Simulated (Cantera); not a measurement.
# Thermodynamics of carbon deposition, reforming and gasification, feed C2H4 + H2 + O2

Input: 1 mol C2H4, 7.2 mol H2, 0.29 mol O2, at 2.40 bar.

Method: chemical equilibrium by Gibbs-energy minimisation in Cantera with the NASA 1993 tables (ideal gas, pure condensed phases). Candidate condensed phases: C, C6H6, C7H8, C8H18, H2O; 110 gas species. Equilibrium is a limit: real reactors are often held back by kinetics, nucleation or transport.

From 773 K to 923 K nothing is condensed. From 973 K to 1423 K the condensed part is C(graphite). The main C-bearing gas is CH4 at 773 K and CO at 1423 K.

```json
[
 {"T (K)": "773", "x H2": "0.642", "x CH4": "0.277", "x H2O": "0.0802", "x CO": "0.000144", "x CO2": "9.24e-5", "x C2H6": "1.65e-6", "n C(graphite)": "0"},
 {"T (K)": "823", "x H2": "0.645", "x CH4": "0.275", "x H2O": "0.0782", "x CO": "0.00113", "x CO2": "0.000494", "x C2H6": "3.18e-6", "n C(graphite)": "0"},
 {"T (K)": "873", "x H2": "0.657", "x CH4": "0.266", "x H2O": "0.0699", "x CO": "0.00597", "x CO2": "0.00170", "x C2H6": "5.32e-6", "n C(graphite)": "0"},
 {"T (K)": "923", "x H2": "0.683", "x CH4": "0.243", "x H2O": "0.0519", "x CO": "0.0192", "x CO2": "0.00297", "x C2H6": "7.36e-6", "n C(graphite)": "0"},
 {"T (K)": "973", "x H2": "0.755", "x CH4": "0.176", "x H2O": "0.0356", "x CO": "0.0316", "x CO2": "0.00240", "x C2H6": "5.65e-6", "n C(graphite)": "0.310"},
 {"T (K)": "1023", "x H2": "0.814", "x CH4": "0.119", "x H2O": "0.0226", "x CO": "0.0422", "x CO2": "0.00153", "x C2H6": "3.76e-6", "n C(graphite)": "0.605"},
 {"T (K)": "1073", "x H2": "0.855", "x CH4": "0.0807", "x H2O": "0.0133", "x CO": "0.0499", "x CO2": "0.000842", "x C2H6": "2.45e-6", "n C(graphite)": "0.826"},
 {"T (K)": "1123", "x H2": "0.883", "x CH4": "0.0549", "x H2O": "0.00762", "x CO": "0.0545", "x CO2": "0.000431", "x C2H6": "1.58e-6", "n C(graphite)": "0.989"},
 {"T (K)": "1173", "x H2": "0.901", "x CH4": "0.0379", "x H2O": "0.00437", "x CO": "0.0570", "x CO2": "0.000218", "x C2H6": "1.03e-6", "n C(graphite)": "1.11"},
 {"T (K)": "1223", "x H2": "0.912", "x CH4": "0.0266", "x H2O": "0.00256", "x CO": "0.0583", "x CO2": "0.000112", "x C2H6": "6.88e-7", "n C(graphite)": "1.19"},
 {"T (K)": "1273", "x H2": "0.920", "x CH4": "0.0191", "x H2O": "0.00155", "x CO": "0.0589", "x CO2": "5.98e-5", "x C2H6": "4.67e-7", "n C(graphite)": "1.25"},
 {"T (K)": "1323", "x H2": "0.926", "x CH4": "0.0140", "x H2O": "0.000964", "x CO": "0.0592", "x CO2": "3.32e-5", "x C2H6": "3.24e-7", "n C(graphite)": "1.29"},
 {"T (K)": "1373", "x H2": "0.930", "x CH4": "0.0104", "x H2O": "0.000619", "x CO": "0.0593", "x CO2": "1.92e-5", "x C2H6": "2.30e-7", "n C(graphite)": "1.33"},
 {"T (K)": "1423", "x H2": "0.932", "x CH4": "0.00794", "x H2O": "0.000410", "x CO": "0.0594", "x CO2": "1.15e-5", "x C2H6": "1.67e-7", "n C(graphite)": "1.35"}
]
```
x: gas mole fraction; n: condensed amount in mol.
